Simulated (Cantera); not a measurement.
What does this Cantera script print?

```python
import numpy as np
import cantera as ct

gas_names = [...]  # 123 gases of nasa_gas.yaml made of C, H, O, Si
cond_names = """
    C(gr) C6H6(L) C7H8(L) C8H18(L),n-octa H2O(s) H2O(L) Si(cr) Si(L) SiC(b) SiO2(Lqz) SiO2(hqz) SiO2(L)
""".split()


# ... load() reads the species with a 1 bar reference pressure and builds the phases ...
atoms = {
    'TEOS': {'Si': 1, 'C': 8, 'H': 20, 'O': 4},
    'CO2': {'C': 1, 'O': 2},
}
top_T = {'C(gr)': 4500, 'SiC(b)': 3050}  # K; cautious upper limits of use, not melting points


# ... equilibrate(T, P, feed) seeds the gas with the atoms and calls Mixture.equilibrate('TP', solver="vcs", rtol=1e-11, max_steps=5000) ...
results = []
T = 550  # K
P = 133.322  # Pa
for m in [0.43, 0.71, 1.2, 1.9, 3.2, 5.2, 8.6, 14, 23]:
    feed = {'TEOS': 1, 'CO2': m}  # mol
    mix = equilibrate(T, P, feed)
    results.append((T, P, feed, dict(zip(mix.species_names, mix.species_moles))))

top = {s: max(r[3][s] / sum(r[3][g] for g in gas_names) for r in results) for s in gas_names}
cols = sorted((s for s in top if top[s] > 0.0001), key=lambda s: -top[s])[:5]
seen = [c for c in cond_names if any(r[3].get(c, 0) > 1e-12 for r in results)]
print("log10 of partial pressures in bar; condensed amounts in mol")
print(f"{'n(CO2)':>10s}" + "".join(f"{s[:9]:>10s}" for s in cols + seen))
for T, P, feed, n in results:
    ng = sum(n[g] for g in gas_names)
    print(f"{feed['CO2']:10.4g}" + "".join(f"{np.log10(max(n[s] / ng * P / 1e5, 1e-99)):10.3f}" for s in cols)
          + "".join(f"{n.get(c, 0):10.4g}" for c in seen))
```

Output:

```
log10 of partial pressures in bar; condensed amounts in mol
    n(CO2)       CO2        H2       H2O       CH4        CO     C(gr) SiO2(Lqz)
      0.43    -4.302    -3.138    -3.483    -3.649    -5.718     6.596         1
      0.71    -4.171    -3.158    -3.438    -3.690    -5.653     6.844         1
       1.2    -3.995    -3.192    -3.384    -3.758    -5.565     7.218         1
       1.9    -3.817    -3.238    -3.340    -3.848    -5.476     7.645         1
       3.2    -3.605    -3.312    -3.308    -3.996    -5.370      8.21         1
       5.2    -3.420    -3.406    -3.310    -4.185    -5.277     8.748         1
       8.6    -3.257    -3.531    -3.354    -4.436    -5.196     9.241         1
        14    -3.135    -3.677    -3.439    -4.727    -5.135      9.61         1
        23    -3.046    -3.846    -3.562    -5.065    -5.090     9.864         1
```

Equilibrium computed with Cantera from the NASA thermochemical tables; the gas is ideal and each condensed phase is pure. The feed counts by its element totals alone.
